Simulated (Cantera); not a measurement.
An adiabatic, constant-volume homogeneous reactor starts with 8.61 % CH₄, 10.3 % H₂, 13.9 % O₂, 67.1 % N₂, at 1050 K and 2630 Torr.

Computed with Cantera and GRI-Mech 3.0 (53 species, 325 reactions).

One state of this run: T (K) = 2639; P (bar) = 9.12; x CH₄ = 5.43e-11; x H₂ = 0.0962; x O₂ = 4.20e-5; x CH₂ = 3.79e-12; x HCO = 3.25e-7. x: mole fraction; the columns are a selection and need not sum to one.

Which value of t (s) does it belong to?
(A) 0.0168
(B) 6.00e-6
(C) 0.000221
(D) 5.22e-5

A, 0.0168
